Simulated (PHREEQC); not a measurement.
Solution (25 °C): 6.9 mmol/kgw HF and 9.4 mmol/kgw ZnSO4. Closed to the air; pH follows from the charge balance.

All values are PHREEQC results (ion-association model, phreeqc.dat), not measurements.

Problem. The ionic strength comes out as 0.0275 mol/kgw. What activity coefficients do Zn+2, SO4-2, HF2-, F-, HSO4- get?

Solution. Zn+2 0.54, SO4-2 0.54, HF2- 0.86, F- 0.85, HSO4- 0.86.

No solid was allowed to form.
